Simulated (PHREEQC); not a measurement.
# Nickel, zinc or cadmium bath (model solution)

Solution (25 °C): 0.005 mol CdSO4 and 8.6e-05 mol Na2SO4 per kg of water. Closed to the air; pH follows from the charge balance.

The numbers come from PHREEQC with the ion-association model, wateq4f.dat.

This is a speciation only: nothing precipitates in the calculation.

Task: Predict the pH, ionic strength.

Result: pH 6.39; ionic strength 0.0144 mol/kgw.

Task: In which forms is Cd present?

Result: Cd+2 71 %, CdSO4 28 %, Cd(SO4)2-2 1.1 % of the Cd.
